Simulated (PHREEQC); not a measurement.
Solution (25 °C): 0.021 mol HNO3, 0.018 mol AlCl3 and 6.3e-05 mol KCl per kg of water. Closed to the air; pH follows from the charge balance.

Equilibrium calculation in PHREEQC: ion-association model, phreeqc.dat.

**Question.** The ionic strength comes out as 0.129 mol/kgw. What activity coefficients do Al+3, Cl-, NO3-, H+, K+ get?

**Answer.** Al+3 0.16, Cl- 0.75, NO3- 0.73, H+ 0.81, K+ 0.74.

This is a speciation only: nothing precipitates in the calculation. Species that the database lacks are ignored.
